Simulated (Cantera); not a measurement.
Charge: 1 mol NiS, 72 mol H2, 3.7 mol N2, at 1950 K and 13300 Pa.

Cantera equilibrium calculation (NASA polynomials, part measured and part estimated; ideal gas, pure solids and liquids). Candidate condensed phases: Ni, NiS, NiS2, Ni3S2, Ni3S4, S; 17 gas species. Rates play no part.

Base state: H2 0.936, N2 0.0486, H2S 0.00814, H 0.00304, SH 0.00217, S2 0.00123, Ni 0.000768, S 0.000219 (mole fractions); condensed: Ni(l).

Question: What changes in the equilibrium state with this change: H2 from 72 to 23 mol?

Answer: 
| species | before | after |
|---|---|---|
| H2 | 0.936 | 0.830 |
| N2 | 0.0486 | 0.137 |
| H2S | 0.00814 | 0.0172 |
| Ni | 0.000768 | 0.000768 |
| S2 | 0.00123 | 0.00701 |
| NiS | 0.000153 | 0.000366 |
| S | 0.000219 | 0.000521 |
| Ni(l), mol | 0.930 | 0.969 |

Question: What changes in the equilibrium state with this change: temperature from 1950 K to 1075 K?

Answer: 
| species | before | after |
|---|---|---|
| H2 | 0.936 | 0.947 |
| N2 | 0.0486 | 0.0489 |
| H2S | 0.00814 | 0.00454 |
| H | 0.00304 | 3.91e-8 |
| Ni | 0.000768 | <1e-9 |
| S | 0.000219 | <1e-9 |
| NiS | 0.000153 | <1e-9 |
| S2 | 0.00123 | 4.24e-8 |
| SH | 0.00217 | 3.07e-7 |
| Ni(l), mol | 0.930 | 0 |
| Ni(s), mol | 0 | 0.0157 |
| Ni3S2(l), mol | 0 | 0.328 |
Metal and sulfide melt together well below either melting point, which pure phases cannot show. Mutual solubility and eutectic melting of coexisting phases are not modelled.
